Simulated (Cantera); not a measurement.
A freely propagating, adiabatic, planar premixed flame of CH₄ : C₂H₆ : C₃H₈ : O₂ : N₂ = 1 : 0.29 : 0.29 : 3.43 : 13.1 (molar parts), unburnt at 600 K and 4350 Torr; mixture-averaged transport, grid criteria slope 0.08 and curve 0.16, no radiation.

Computed with Cantera and GRI-Mech 3.0 (53 species, 325 reactions). GRI-Mech 3.0 was tuned for natural gas; its chemistry of propane as a main component is partial and can be far from experiment. Burning velocities carry a grid error of a few per cent, more on coarse grids.

Question: Predict: laminar burning velocity; thermal thickness; peak x(C₂H); peak x(CH₂O).

Answer: 
| Item | Value |
|---|---|
| laminar burning velocity | 64.0 cm/s |
| thermal thickness | 0.0904 mm |
| peak x(C₂H) | 3.74e-6 |
| peak x(CH₂O) | 0.00201 |
